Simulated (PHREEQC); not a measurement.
## Polishing slurry liquid (model solution)

Solution (30 °C): 0.051 mol H2SO4 and 0.23 mol H3BO3 per kg of water. Closed to the air; pH follows from the charge balance.

The numbers come from PHREEQC with the ion-association model, phreeqc.dat.

Each row changes one thing in this solution. No solid was allowed to form.

```
case                                            pH  ionic strength (mol/kgw)  HSO4- (mol/kgw)  SO4-2 (mol/kgw)  H2BO3- (mol/kgw)
--------------------------------------------  ----  ------------------------  ---------------  ---------------  ----------------
as made                                       1.27                    0.0769           0.0381           0.0129           3.47e-9
H3BO3 from 0.23 to 0.207 mol/kgw              1.27                    0.0769           0.0381           0.0129           3.13e-9
0.017 mol/kgw HF added                        1.25                    0.0801           0.0385           0.0125           3.25e-9
H3BO3 from 0.23 to 0.46 mol/kgw               1.27                    0.0769           0.0381           0.0129           6.95e-9
H3BO3 replaced by NaBF4 at the same molality  1.27                     0.310           0.0307           0.0157          4.98e-11
```

Real BF4- forms and hydrolyses slowly; the run takes it at equilibrium.
